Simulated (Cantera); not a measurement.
## Equilibrium for silicon carbide growth: SiCl4 + C3H8 + H2

Charge: 1 mol SiCl4, 0.0044 mol C3H8, 36 mol H2, held at 1.00 bar.

Method: chemical equilibrium by Gibbs-energy minimisation in Cantera with the NASA 1993 tables (ideal gas, pure condensed phases). Candidate condensed phases: C, C6H6, C7H8, C8H18, Si, SiC; 109 gas species. Mutual solubility and eutectic melting of coexisting phases are not modelled. The tables' values for SiCl3, SiCl are old estimates; treat these amounts as uncertain. Gases not in the tables: Si2H6 and higher silanes. Kinetics and transport are ignored.

From 1350 K to 1650 K the condensed part is Si(s) + SiC(s). From 1750 K to 2250 K the condensed part is Si(l) + SiC(s). From 2350 K to 2450 K the condensed part is Si(l). The main Si-bearing gas is SiCl2 throughout. The share of Si in condensed phases is highest at 2150 K (45.1 %) and lowest at 1350 K (23.1 %).

```csv
T (K),x H2,x HCl,x H,x SiCl2,x SiHCl3,x SiCl4,x Si,x SiCl3,n Si(s),n SiC(s),n Si(l)
1350,0.931,0.0483,2.30e-6,0.00706,0.00521,0.00473,1.99e-10,0.00259,0.219,0.0125,0
1450,0.922,0.0588,9.08e-6,0.0116,0.00259,0.00192,3.08e-9,0.00246,0.265,0.0126,0
1550,0.917,0.0640,3.02e-5,0.0149,0.00109,0.000616,3.32e-8,0.00181,0.278,0.0126,0
1650,0.915,0.0657,8.69e-5,0.0168,0.000439,0.000188,2.68e-7,0.00120,0.273,0.0127,0
1750,0.914,0.0682,0.000222,0.0169,0.000181,6.12e-5,1.50e-6,0.000763,0,0.0126,0.301
1850,0.911,0.0712,0.000514,0.0160,7.90e-5,2.18e-5,6.45e-6,0.000488,0,0.0126,0.349
1950,0.910,0.0736,0.00109,0.0151,3.70e-5,8.49e-6,2.38e-5,0.000322,0,0.0124,0.389
2050,0.907,0.0756,0.00216,0.0142,1.85e-5,3.58e-6,7.73e-5,0.000219,0,0.0120,0.421
2150,0.904,0.0772,0.00401,0.0134,9.78e-6,1.62e-6,0.000224,0.000153,0,0.0107,0.440
2250,0.900,0.0783,0.00704,0.0125,5.43e-6,7.81e-7,0.000592,0.000109,0,0.00692,0.442
2350,0.893,0.0790,0.0118,0.0117,3.14e-6,3.95e-7,0.00144,7.96e-5,0,0,0.411
2450,0.883,0.0791,0.0189,0.0109,1.87e-6,2.07e-7,0.00324,5.86e-5,0,0,0.315
```
x: gas mole fraction; n: condensed amount in mol.
